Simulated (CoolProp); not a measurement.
Vapour-liquid equilibrium of isobutane (1) + isobutene (2) at 0.555 bar; x and y are mole fractions of (1).

Computed with CoolProp (multi-fluid Helmholtz-energy mixture model, Bücker 2006 and Lemmon 2005; pair parameters Bell 2016).

```
x     bubble temperature (K)  y at the bubble point  dew temperature at overall composition x (K)  liquid density (mol/L)
----  ----------------------  ---------------------  --------------------------------------------  ----------------------
0.05                   251.4                  0.065                                         251.4                   11.40
0.15                   250.7                  0.186                                         250.9                   11.30
0.25                   250.1                  0.298                                         250.3                   11.20
0.35                   249.5                  0.403                                         249.8                   11.10
0.45                   249.1                  0.502                                         249.3                   11.00
0.55                   248.6                  0.598                                         248.8                   10.90
0.65                   248.2                  0.690                                         248.4                   10.81
0.75                   247.8                  0.780                                         247.9                   10.72
0.85                   247.5                  0.869                                         247.5                   10.62
0.95                   247.1                  0.956                                         247.2                   10.53
```

No azeotrope shows between x = 0.05 and 0.95.

Pair parameters are fitted to limited data, so mixtures are less certain than the pure fluids.
